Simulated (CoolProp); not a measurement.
Saturation properties of octamethylcyclotetrasiloxane (D4).

The numbers come from the reference Helmholtz-energy equation of state, Thol 2015 in CoolProp.

```csv
T (K),p (MPa),liquid density (kg/m³),surface tension (mN/m)
412.8,0.03650,___,9.78
416.9,0.04147,___,9.50
421.1,0.04710,803.0,9.21
425.2,0.05317,797.6,8.94
429.3,0.05984,792.2,8.67
433.5,0.06734,786.5,8.39
437.6,0.07535,___,8.12
441.7,0.08410,775.4,7.85
445.9,0.09385,769.6,7.57
450,0.1042,763.8,7.31
454.2,0.1157,757.9,7.04
458.3,0.1279,752.0,6.77
462.4,___,746.0,6.51
466.6,0.1555,739.8,___
```

Question: Complete the blanks.

Answer: 
- 412.8, liquid density (kg/m³): 813.8
- 416.9, liquid density (kg/m³): 808.5
- 437.6, liquid density (kg/m³): 781.0
- 462.4, p (MPa): 0.1410
- 466.6, surface tension (mN/m): 6.25

It boils at 448.9 K under 1 atm.

Surface tension comes from a separate correlation (Mulero 2014), older than this fluid's equation and unchecked against measurements.
